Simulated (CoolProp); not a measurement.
A single-stage vapour-compression cycle with the fluid: evaporating at 211.15 K (dew point), condensing at 261.15 K (bubble point), superheat 5 K, subcooling 2 K, compressor efficiency 0.85, no pressure losses. The same conditions are run with several fluids, on thermodynamics alone (safety and materials aside).

Values from CoolProp's reference Helmholtz-energy equation of state of each fluid (R125: Lemmon 2005; hydrogen chloride: Thol 2018; propylene: Lemmon 2013; R407C: Lemmon 2003; chlorine: Thol 2021; nitrous oxide: Lemmon 2006). Blends and air are pseudo-pure fits.

**Question.** Rank R125, hydrogen chloride, propylene, R407C, chlorine, nitrous oxide by cooling COP, highest first.

**Answer.** propylene (2.98), R125 (2.85), chlorine (2.83), hydrogen chloride (2.71), nitrous oxide (2.68), R407C (2.50)

| fluid | pressure ratio | discharge temperature (K) | refrigerating effect (kJ/kg) | volumetric capacity (kJ/m³) |
|---|---|---|---|---|
| R125 | 9.28 | 282.5 | 120 | 398 |
| hydrogen chloride | 5.84 | 377.4 | 337 | 2320 |
| propylene | 8.01 | 306.3 | 353 | 423 |
| R407C | 15.5 | 323.4 | 198 | 234 |
| chlorine | 9.96 | 409.3 | 259 | 252 |
| nitrous oxide | 5.75 | 339.7 | 257 | 2650 |
